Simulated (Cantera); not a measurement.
Feed: 1 mol Zr, 4.4 mol O2, 8.8 mol H2, held at 5.55 Torr.

Cantera equilibrium calculation (NASA polynomials, part measured and part estimated; ideal gas, pure solids and liquids). Candidate condensed phases: H2O, Zr, ZrO2; 12 gas species. Kinetics and transport are ignored.

log p: log10 of the partial pressure in bar; n: condensed amount in mol.

```json
[
 {"T (K)": "1600", "log p H2O": "-2.24", "log p H2": "-2.77", "log p H": "-5.65", "log p OH": "-6.53", "n ZrO2(tetragonal)": "1.00"},
 {"T (K)": "1650", "log p H2O": "-2.24", "log p H2": "-2.77", "log p H": "-5.43", "log p OH": "-6.24", "n ZrO2(tetragonal)": "1.00"},
 {"T (K)": "1700", "log p H2O": "-2.24", "log p H2": "-2.78", "log p H": "-5.22", "log p OH": "-5.97", "n ZrO2(tetragonal)": "1.00"},
 {"T (K)": "1750", "log p H2O": "-2.24", "log p H2": "-2.78", "log p H": "…", "log p OH": "…", "n ZrO2(tetragonal)": "1.00"},
 {"T (K)": "1800", "log p H2O": "-2.24", "log p H2": "-2.78", "log p H": "-4.83", "log p OH": "-5.48", "n ZrO2(tetragonal)": "1.00"},
 {"T (K)": "1850", "log p H2O": "-2.24", "log p H2": "-2.78", "log p H": "-4.66", "log p OH": "-5.26", "n ZrO2(tetragonal)": "1.00"},
 {"T (K)": "1900", "log p H2O": "-2.24", "log p H2": "-2.78", "log p H": "…", "log p OH": "…", "n ZrO2(tetragonal)": "1.00"},
 {"T (K)": "1950", "log p H2O": "-2.25", "log p H2": "-2.78", "log p H": "-4.33", "log p OH": "-4.84", "n ZrO2(tetragonal)": "1.00"},
 {"T (K)": "2000", "log p H2O": "-2.25", "log p H2": "-2.78", "log p H": "-4.18", "log p OH": "-4.65", "n ZrO2(tetragonal)": "1.00"},
 {"T (K)": "2050", "log p H2O": "-2.25", "log p H2": "-2.78", "log p H": "-4.04", "log p OH": "-4.46", "n ZrO2(tetragonal)": "1.00"}
]
```

Question: Fill in the missing entries.

Answer: 
- 1900, log p H: -4.49
- 1900, log p OH: -5.04
- 1750, log p H: -5.02
- 1750, log p OH: -5.72
